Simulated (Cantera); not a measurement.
## CuO + H₂ + N₂ (hydrogen reduction and annealing atmospheres)

Input: 1 mol CuO, 1.6 mol H₂, 0.37 mol N₂, equilibrated at 95.0 Pa.

Cantera equilibrium calculation (NASA polynomials, part measured and part estimated; ideal gas, pure solids and liquids). Candidate condensed phases: Cu, CuO, Cu(OH)₂, Cu₂O, H₂O; 27 gas species. Rates play no part.

From 1500 K to 1750 K the condensed part is Cu(l). At 1800 K nothing is condensed. The main Cu-bearing gas is Cu throughout. The share of Cu in condensed phases is highest at 1500 K (98.3 %) and lowest at 1800 K (0.0 %).

```csv
T (K),x H₂O,x Cu,x H₂,x N₂,x H,x OH,n Cu(l)
1500,0.503,0.00866,0.302,0.186,0.000314,1.49e-5,0.983
1550,0.498,0.0195,0.298,0.184,0.000558,3.13e-5,0.961
1600,0.486,0.0419,0.291,0.180,0.000952,6.22e-5,0.914
1650,0.464,0.0855,0.278,0.172,0.00155,0.000117,0.815
1700,0.422,0.167,0.252,0.156,0.00240,0.000208,0.603
1750,0.346,0.314,0.207,0.128,0.00343,0.000337,0.0909
1800,0.335,0.335,0.199,0.124,0.00519,0.000576,0
```
x: gas mole fraction; n: condensed amount in mol.
